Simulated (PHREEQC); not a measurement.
0.23 g of hydrous ferric oxide (600 m²/g; 0.2 weak and 0.005 strong sites per Fe, Dzombak-Morel constants, diffuse double layer) in 1 kg of water with 0.1 mol/kgw of an inert sodium salt and 6.4e-06 mol/kgw ZnCl2, at 25 °C; the pH is set by adding NaOH or the inert anion's acid. O2 is buffered at 0.21 atm. CO2 from the air is kept out. No solid was allowed to form.

Base run: PHREEQC, ion-association model, wateq4f.dat. Each further column changes one thing. The table gives surface charge σ (C/m²).

| pH | base | background salt from 0.1 to 0.01 mol/kgw | oxide from 0.23 to 1.2 g/kgw |
|---|---|---|---|
| 3 | 0.363 | ___ | 0.363 |
| 4 | 0.321 | 0.217 | 0.321 |
| 4.5 | 0.273 | 0.161 | 0.273 |
| 5.5 | 0.159 | ___ | 0.159 |
| 6 | 0.112 | ___ | 0.112 |
| 7 | 0.046 | ___ | 0.045 |
| 8 | 0.005 | 0.002 | 0.004 |
| 8.5 | -0.013 | -0.005 | -0.014 |
| 9.5 | -0.059 | -0.023 | -0.060 |
| 10 | -0.092 | ___ | -0.093 |
| 11 | -0.187 | -0.098 | -0.190 |

Question: Complete the blanks.

Answer: 
- 3, background salt from 0.1 to 0.01 mol/kgw: 0.325
- 5.5, background salt from 0.1 to 0.01 mol/kgw: 0.077
- 6, background salt from 0.1 to 0.01 mol/kgw: 0.050
- 7, background salt from 0.1 to 0.01 mol/kgw: 0.018
- 10, background salt from 0.1 to 0.01 mol/kgw: -0.039

The oxide is taken as insoluble; below pH 4 it would dissolve.
